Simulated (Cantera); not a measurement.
Mixture: 7.17 % CH3OH, 21.1 % O2, 71.7 % N2, equivalence ratio 0.51, at 4.20 bar, adiabatic and at constant volume. Ignition delay is the time to a rise of 400 K.

Cantera simulation using GRI-Mech 3.0 (53 species, 325 reactions); the numbers are that mechanism's predictions, not measurements. GRI-Mech 3.0 was tuned for natural gas; its chemistry of methanol as a main component is partial and can be far from experiment.

**Question.** Predict: delay at 1225 K; delay at 1425 K; delay at 1625 K; delay at 1825 K; apparent activation energy between 1725 and 1925 K.

**Answer.** delay at 1225 K: 2.09 ms
delay at 1425 K: 0.147 ms
delay at 1625 K: 23.9 µs
delay at 1825 K: 6.29 µs
apparent activation energy between 1725 and 1925 K: 160 kJ/mol
